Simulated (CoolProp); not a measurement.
Vapour-liquid equilibrium of ethane (1) + CHF3 (R23) (2) at 257.5 K; x and y are mole fractions of (1).

The numbers come from the multi-fluid Helmholtz-energy mixture model, Bücker 2006 and Penoncello 2003; pair parameters Bell 2016 in CoolProp.

```tsv
x	bubble pressure (MPa)	y at the bubble point	dew pressure at overall composition x (MPa)	liquid density (mol/L)
0.05	1.822	0.131	1.677	15.94
0.125	2.060	0.252	1.810	15.42
0.2	2.212	0.328	1.954	14.96
0.275	2.307	0.381	2.107	14.55
0.35	2.364	0.423	2.254	14.21
0.425	2.395	0.461	2.366	13.96
0.5	2.403	0.496	2.403	13.80
0.575	2.390	0.532	2.350	13.73
0.65	2.354	0.571	2.234	13.74
0.725	2.290	0.617	2.092	13.83
0.8	2.188	0.675	1.946	13.96
0.875	2.034	0.754	1.807	14.12
0.95	1.807	0.875	1.680	14.31
```

y crosses x between x = 0.425 and 0.5: the model has an azeotrope there.

The pair parameters rest on a limited set of measurements; away from them the model extrapolates. With so large a gap from Raoult's law the liquid may split in two, which this calculation doesn't test in full.
